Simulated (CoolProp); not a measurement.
Saturated liquid density (kg/m³) of nitrous oxide: the reference equation beside estimates from Tc = 36.4 °C, pc = 7.245 MPa, ω = 0.161. Rackett uses Z = 0.29056 − 0.08775 ω.

Model: reference Helmholtz-energy equation of state, Lemmon 2006, in CoolProp. It is a short technical equation, of lower accuracy than the large ones.

```tsv
T (°C)	reference	Rackett	Redlich-Kwong
-64.95	1159	1141	1054
-60.25	1144	[?]	1038
-55.55	[?]	1112	1022
-50.85	1113	1098	1005
-46.25	1097	1083	[?]
-41.55	[?]	1067	969.6
-36.85	1063	1051	[?]
-32.25	[?]	1034	931.6
-27.55	1028	1017	911.3
-22.85	1010	999.3	890.2
-18.25	[?]	[?]	868.6
-13.55	970.7	961.9	845.5
-8.85	949.7	941.6	821.2
-4.15	927.6	920.3	795.7
```

**Question.** What belongs in the gaps?

**Answer.** 
- -60.25, Rackett: 1127
- -55.55, reference: 1128
- -46.25, Redlich-Kwong: 987.8
- -41.55, reference: 1080
- -36.85, Redlich-Kwong: 950.8
- -32.25, reference: 1046
- -18.25, reference: 990.8
- -18.25, Rackett: 981.2

Absolute difference from the reference over all 14 rows, mean and median: Rackett 1.2 and 1.1 %, Redlich-Kwong 11.1 and 10.7 %.
